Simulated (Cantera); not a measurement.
# Iron carbonyl, mercury and lead vapours: PbO + H2

A closed system holds: 1 mol PbO, 0.082 mol H2, at 100000 Pa.

These are equilibrium values from Cantera (NASA tables, ideal gas, pure condensed phases), not measurements of a reactor. Candidate condensed phases: H2O, Pb, PbO, PbO2, Pb3O4; 12 gas species. Each liquid is taken as pure. Mutual solubility and eutectic melting of coexisting phases are not modelled. Gases not in the tables: (PbO)n polymers. Equilibrium is a limit: real reactors are often held back by kinetics, nucleation or transport.

From 825 K to 1125 K the condensed part is Pb(l) + PbO(yellow). From 1175 K to 1325 K the condensed part is Pb(l) + PbO(l).

| T (K) | x H2O | x Pb | x PbO | x H2 | x OH | x Pb2 | x O2 | n Pb(l) | n PbO(yellow) | n PbO(l) |
|---|---|---|---|---|---|---|---|---|---|---|
| 825 | 1.000 | 1.43e-7 | 2.51e-10 | 7.13e-5 | <1e-12 | <1e-12 | <1e-12 | 0.0820 | 0.918 | 0 |
| 875 | 1.000 | 6.74e-7 | 2.57e-9 | 8.97e-5 | 3.88e-12 | <1e-12 | <1e-12 | 0.0820 | 0.918 | 0 |
| 925 | 1.000 | 2.67e-6 | 2.04e-8 | 0.000111 | 2.93e-11 | 2.49e-12 | <1e-12 | 0.0820 | 0.918 | 0 |
| 975 | 1.000 | 9.17e-6 | 1.30e-7 | 0.000134 | 1.79e-10 | 1.97e-11 | <1e-12 | 0.0820 | 0.918 | 0 |
| 1025 | 1.000 | 2.78e-5 | 6.85e-7 | 0.000161 | 9.17e-10 | 1.26e-10 | 1.26e-12 | 0.0820 | 0.918 | 0 |
| 1075 | 1.000 | 7.59e-5 | 3.08e-6 | 0.000190 | 4.03e-9 | 6.76e-10 | 1.35e-11 | 0.0820 | 0.918 | 0 |
| 1125 | 1.000 | 0.000189 | 1.21e-5 | 0.000223 | 1.55e-8 | 3.11e-9 | 1.17e-10 | 0.0820 | 0.918 | 0 |
| 1175 | 0.999 | 0.000435 | 4.03e-5 | 0.000268 | 5.21e-8 | 1.25e-8 | 7.76e-10 | 0.0819 | 0 | 0.918 |
| 1225 | 0.999 | 0.000935 | 0.000113 | 0.000343 | 1.53e-7 | 4.47e-8 | 3.79e-9 | 0.0819 | 0 | 0.918 |
| 1275 | 0.997 | 0.00189 | 0.000290 | 0.000433 | 4.11e-7 | 1.44e-7 | 1.62e-8 | 0.0818 | 0 | 0.918 |
| 1325 | 0.995 | 0.00360 | 0.000690 | 0.000537 | 1.02e-6 | 4.24e-7 | 6.17e-8 | 0.0817 | 0 | 0.918 |
x: gas mole fraction; n: condensed amount in mol.
